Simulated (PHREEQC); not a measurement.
# Spent oxide etchant (model solution)

Make-up at 82 °C: 9.7 mmol/kgw HF, 0.074 mmol/kgw (NH4)2SiF6, 0.19 mmol/kgw H3PO4 and 12 mmol/kgw H2SO4. Closed to the air; pH follows from the charge balance.

Equilibrium calculation in PHREEQC: ion-association model, phreeqc.dat.

Each row changes one thing in this solution. Precipitation was switched off in this run.

| case | pH | ionic strength (mol/kgw) | HSO4- (mol/kgw) | SO4-2 (mol/kgw) | F- (mol/kgw) | H2PO4- (mol/kgw) |
|---|---|---|---|---|---|---|
| as made | 1.89 | 0.0175 | 0.00938 | 0.00262 | 0.000192 | 4.84e-5 |
| (NH4)2SiF6 left out | 1.88 | 0.0174 | 0.00940 | 0.00260 | 0.000183 | 4.81e-5 |
| HF from 0.0097 to 0.0146 mol/kgw | 1.88 | 0.0176 | 0.00939 | 0.00261 | 0.000282 | 4.81e-5 |
| 0.00022 mol/kgw KCl added | 1.89 | 0.0177 | 0.00937 | 0.00262 | 0.000193 | 4.84e-5 |
| temperature from 82 to 35 °C | 1.80 | 0.0234 | 0.00664 | 0.00536 | 0.000385 | 5.87e-5 |

At this temperature some constants are extrapolated from 25 °C, and those without enthalpy data are left unchanged. SiF6-2 is the database's only silicon fluoride.
